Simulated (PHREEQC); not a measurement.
Solution (25 °C): 0.013 mol/kgw NH4Cl and 0.00016 mol/kgw Na2B4O7. Closed to the air; pH follows from the charge balance.

Computed with PHREEQC (ion-association model, wateq4f.dat).

```
quantity              before    after
-------------------  -------  -------
pH                      7.67     6.98
H2BO3- (mol/kgw)     1.89e-5  7.99e-7
SI of Halite (NaCl)    -7.06    -7.76
```

Q: Name the change that produced these shifts.
(A) diluted 100-fold with water
(B) Na2B4O7 from 0.00016 to 3.2e-05 mol/kgw
(C) NH4Cl from 0.013 to 0.0117 mol/kgw
(D) NH4Cl replaced by KCl at the same molality
(E) NH4Cl from 0.013 to 0.026 mol/kgw

A: B, Na2B4O7 from 0.00016 to 3.2e-05 mol/kgw

This is a speciation only: nothing precipitates in the calculation.
